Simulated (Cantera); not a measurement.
A perfectly stirred reactor is fed with H2 : O2 : N2 = 1.9 : 1 : 1.2 (molar parts), equivalence ratio 0.95, at 82.5 Torr; it is held at 1250 K, and followed from long to short residence time.

Detailed kinetics in Cantera: the H2/O2 subset of GRI-Mech 3.0, which has no nitrogen chemistry. The temperature is held fixed by assumption; the heat of reaction is taken as removed at once.

x: mole fraction; the columns are a selection and need not sum to one.

```tsv
τ (s)	x H2	x O2	x H2O	x OH	x O
17	0.000515	0.0160	0.602	0.000361	2.17e-5
4.7	___	0.0163	0.601	___	___
1.3	0.00267	0.0170	0.599	0.000857	0.000125
0.37	0.00560	0.0184	0.594	0.00130	0.000291
0.10	0.0113	0.0214	0.584	0.00198	0.000688
0.028	0.0205	0.0266	0.565	0.00296	0.00156
0.0079	___	___	0.534	___	___
0.0022	0.0528	0.0485	0.480	0.00612	0.00735
```

**Question.** Some entries are withheld; supply them.

**Answer.** 
- 4.7, x H2: 0.00119
- 4.7, x OH: 0.000557
- 4.7, x O: 5.23e-5
- 0.0079, x H2: 0.0341
- 0.0079, x O2: 0.0351
- 0.0079, x OH: 0.00431
- 0.0079, x O: 0.00344
